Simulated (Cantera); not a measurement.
Charge: 1 mol CF4, 2.6 mol F2, 0.46 mol H2, held at 1500 Pa.

Cantera equilibrium calculation (NASA polynomials, part measured and part estimated; ideal gas, pure solids and liquids). Candidate condensed phases: C, C6H6, C7H8, C8H18; 95 gas species. The numbers say what is thermodynamically allowed, not how fast it happens.

Q: At 3048 K, list the 4 most abundant gas species with their mole fractions, and the condensed phases.

A: F 0.803, HF 0.0995, CF 0.0586, CF2 0.0265. Condensed: gas only.
